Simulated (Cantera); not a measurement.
Input: 1 mol SO₂, 1.4 mol H₂O, 3.7 mol H₂, at 2175 K.

Equilibrium computed with Cantera from the NASA thermochemical tables; the gas is ideal and each condensed phase is pure. Candidate condensed phases: H₂O, H₂SO₄, S; 19 gas species. The ideal-gas law is rough above about 30 bar. The numbers say what is thermodynamically allowed, not how fast it happens.

x: gas mole fraction; nothing condenses.

| P (Pa) | x H₂O | x H₂ | x H | x H₂S | x SO₂ | x SO | x S₂ | x OH | x O | x S | x SH |
|---|---|---|---|---|---|---|---|---|---|---|---|
| 10 | 0.228 | 0.315 | 0.274 | 2.01e-5 | 0.0625 | 0.0566 | 0.000281 | 0.0266 | 0.0162 | 0.0153 | 0.000960 |
| 52 | [?] | [?] | [?] | [?] | 0.0690 | 0.0607 | [?] | [?] | [?] | 0.0159 | [?] |
| 280 | 0.342 | 0.436 | 0.0609 | 0.000727 | 0.0684 | 0.0572 | 0.00683 | 0.00642 | 0.000628 | 0.0143 | 0.00558 |
| 1400 | [?] | 0.434 | [?] | [?] | [?] | [?] | [?] | [?] | [?] | [?] | [?] |
| 7600 | 0.440 | 0.408 | 0.0113 | 0.00746 | 0.0523 | 0.0318 | 0.0303 | 0.00164 | 3.18e-5 | 0.00577 | 0.0114 |
| 40000 | 0.491 | 0.370 | 0.00469 | 0.0179 | 0.0398 | 0.0196 | 0.0401 | 0.000837 | 7.45e-6 | 0.00289 | 0.0124 |
| 210000 | 0.538 | 0.326 | 0.00192 | 0.0375 | 0.0278 | 0.0111 | 0.0433 | 0.000426 | 1.76e-6 | 0.00131 | 0.0121 |
| 1100000 | 0.577 | 0.279 | 0.000777 | 0.0689 | 0.0181 | 0.00572 | 0.0384 | 0.000216 | 4.23e-7 | 0.000539 | 0.0106 |
| 5700000 | 0.610 | 0.230 | 0.000310 | 0.109 | 0.0109 | 0.00270 | 0.0271 | 0.000110 | 1.04e-7 | 0.000199 | 0.00807 |
| 30000000 | 0.637 | 0.187 | 0.000122 | 0.149 | 0.00576 | 0.00111 | 0.0145 | 5.58e-5 | 2.55e-8 | 6.35e-5 | 0.00532 |

**Question.** Some entries are withheld; supply them.

**Answer.** 
- 1400, x H₂O: 0.387
- 1400, x H: 0.0272
- 1400, x H₂S: 0.00257
- 1400, x SO₂: 0.0628
- 1400, x SO: 0.0462
- 1400, x S₂: 0.0173
- 1400, x OH: 0.00325
- 1400, x O: 0.000143
- 1400, x S: 0.0101
- 1400, x SH: 0.00885
- 52, x H₂O: 0.298
- 52, x H₂: 0.399
- 52, x H: 0.135
- 52, x H₂S: 0.000138
- 52, x S₂: 0.00158
- 52, x OH: 0.0135
- 52, x O: 0.00322
- 52, x SH: 0.00257
